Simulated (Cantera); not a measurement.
An isothermal, constant-pressure homogeneous reactor starts with H2 : O2 : N2 = 0.48 : 1 : 5.5 (molar parts), equivalence ratio 0.24, at 1300 K and 100.0 Torr.

Computed with Cantera and the H2/O2 subset of GRI-Mech 3.0, which has no nitrogen chemistry. The temperature is held fixed by assumption; the heat of reaction is taken as removed at once.

x: mole fraction; the columns are a selection and need not sum to one.

| t (s) | x H2 | x O2 | x HO2 | x OH | x H2O | x H2O2 | x H |
|---|---|---|---|---|---|---|---|
| 4.00e-6 | 0.0688 | 0.143 | 2.07e-9 | 1.67e-10 | 5.79e-11 | <1e-12 | 1.94e-9 |
| 1.13e-5 | 0.0688 | 0.143 | 5.86e-9 | 9.78e-10 | 1.00e-9 | 4.09e-12 | 5.58e-9 |
| 3.17e-5 | 0.0688 | 0.143 | 1.66e-8 | 6.20e-9 | 1.68e-8 | 3.20e-11 | 2.42e-8 |
| 8.94e-5 | 0.0688 | 0.143 | 5.33e-8 | 1.35e-7 | 6.35e-7 | 2.54e-10 | 4.74e-7 |
| 0.000252 | 0.0662 | 0.142 | 5.54e-6 | 0.000345 | 0.00176 | ___ | 0.00121 |
| 0.000710 | 0.00421 | 0.108 | 6.77e-6 | 0.00354 | 0.0541 | ___ | 0.0187 |
| 0.00200 | 0.00209 | 0.110 | 6.63e-6 | 0.00249 | 0.0644 | ___ | 0.00556 |
| 0.00563 | 0.000410 | 0.112 | 4.40e-6 | 0.00108 | 0.0699 | ___ | 0.000435 |
| 0.0159 | 4.68e-5 | 0.113 | 1.25e-6 | 0.000365 | 0.0710 | ___ | 1.66e-5 |
| 0.0447 | 6.75e-6 | 0.113 | 2.52e-7 | 0.000141 | 0.0711 | ___ | 9.51e-7 |
| 0.126 | 1.41e-6 | 0.113 | 6.13e-8 | 6.57e-5 | 0.0712 | ___ | 9.52e-8 |
| 0.355 | 3.80e-7 | 0.113 | 2.06e-8 | 3.44e-5 | 0.0712 | ___ | 1.37e-8 |
| 1.00 | 1.25e-7 | 0.113 | 1.20e-8 | 1.98e-5 | 0.0712 | ___ | 2.62e-9 |

Problem. Fill in the missing entries.

Solution. 
- 0.000252, x H2O2: 3.36e-8
- 0.000710, x H2O2: 4.62e-7
- 0.00200, x H2O2: 5.06e-7
- 0.00563, x H2O2: 3.28e-7
- 0.0159, x H2O2: 1.08e-7
- 0.0447, x H2O2: 3.03e-8
- 0.126, x H2O2: 9.02e-9
- 0.355, x H2O2: 2.93e-9
- 1.00, x H2O2: 1.08e-9
